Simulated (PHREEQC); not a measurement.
**Nickel, zinc or cadmium bath: an equilibrium model**

Make-up at 65 °C: 0.0081 mol/kgw ZnSO4 and 0.0017 mol/kgw Na2SO4. Closed to the air; pH follows from the charge balance.

The numbers come from PHREEQC with the ion-association model, wateq4f.dat.

- pH = 5.32
- ionic strength = 0.0252 mol/kgw

```
species     molality  activity   log γ
----------  --------  --------  ------
SO4-2        0.00657   0.00347  -0.278
Zn+2         0.00506   0.00274  -0.266
Na+          0.00333   0.00283  -0.070
ZnSO4        0.00291   0.00293   0.003
Zn(SO4)2-2  0.000121   6.28e-5  -0.286
NaSO4-       7.19e-5   6.15e-5  -0.068
ZnOH+        1.07e-5   9.04e-6  -0.071
H+           5.53e-6   4.83e-6  -0.059
HSO4-        5.16e-6   4.39e-6  -0.071
OH-          2.95e-8   2.49e-8  -0.074
Zn(OH)2      1.47e-9   1.48e-9   0.003
```

Precipitation was switched off in this run. Species that the database lacks are ignored. Away from 25 °C the constants follow the database's enthalpies or fits; those with neither stay at their 25 °C values.
